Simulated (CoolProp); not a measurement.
Vapour-liquid equilibrium of ethylene (1) + n-butane (2) at 3.22 bar; x and y are mole fractions of (1).

Model: multi-fluid Helmholtz-energy mixture model, Smukala 2000 and Bücker 2006; pair parameters Bell 2016, in CoolProp.

| x | bubble temperature (°C) | y at the bubble point | dew temperature at overall composition x (°C) | liquid density (mol/L) |
|---|---|---|---|---|
| 0.05 | 3.7 | 0.627 | 32.5 | 10.46 |
| 0.15 | -28.6 | 0.908 | 28.6 | 11.53 |
| 0.25 | -42.9 | 0.959 | 24.4 | ? |
| 0.35 | -51.7 | 0.978 | ? | 13.10 |
| 0.45 | -58.4 | 0.987 | 14.8 | 13.89 |
| 0.55 | -64.1 | ? | 8.9 | 14.73 |
| 0.65 | -69.0 | 0.996 | 2.0 | 15.62 |
| 0.75 | -73.3 | 0.998 | -6.6 | 16.56 |
| 0.85 | -77.0 | 0.999 | -18.4 | 17.54 |
| 0.95 | ? | ? | ? | 18.55 |

Fill in the missing entries.


- 0.25, liquid density (mol/L): 12.33
- 0.35, dew temperature at overall composition x (°C): 19.9
- 0.55, y at the bubble point: 0.993
- 0.95, bubble temperature (°C): -80.0
- 0.95, y at the bubble point: 1.000
- 0.95, dew temperature at overall composition x (°C): -39.5

No azeotrope shows between x = 0.05 and 0.95.

The pair parameters rest on a limited set of measurements; away from them the model extrapolates.
